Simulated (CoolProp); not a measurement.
The numbers come from the reference Helmholtz-energy equation of state, Kamei 1995 in CoolProp.

Task: For R22, give the phase and the Z, cp (kJ/(kg K)), cv (kJ/(kg K)), speed of sound (m/s) at 316.9 K and 0.579 MPa; 408.5 K and 0.579 MPa.

Result: 
- 316.9 K and 0.579 MPa: gas; Z 0.929, cp 0.737, cv 0.601, speed of sound 179
- 408.5 K and 0.579 MPa: gas; Z 0.971, cp 0.792, cv 0.681, speed of sound 208
